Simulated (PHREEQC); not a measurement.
A solution holds 0.0016 mol H3BO3 and 0.0019 mol Na2CO3 per kg of water, at 33 °C. Closed to the air; pH follows from the charge balance.

All values are PHREEQC results (ion-association model, wateq4f.dat), not measurements.

Each row changes one thing in this solution. Precipitation was switched off in this run.

| case | pH | ionic strength (mol/kgw) | H2BO3- (mol/kgw) | H3BO3 (mol/kgw) |
|---|---|---|---|---|
| as made | 9.73 | 0.00425 | 0.00127 | 0.000331 |
| temperature from 33 to 15 °C | 9.94 | 0.00432 | 0.00131 | 0.000293 |
| Na2CO3 left out | … | 1.04e-6 | 1.02e-6 | 0.00160 |
| temperature from 33 to 25 °C | 9.82 | 0.00429 | … | 0.000314 |
| H3BO3 from 0.0016 to 0.00176 mol/kgw | 9.66 | 0.00420 | 0.00135 | … |

Question: Fill in the missing entries.

Answer: 
- Na2CO3 left out, pH: 5.98
- temperature from 33 to 25 °C, H2BO3- (mol/kgw): 0.00129
- H3BO3 from 0.0016 to 0.00176 mol/kgw, H3BO3 (mol/kgw): 0.000414
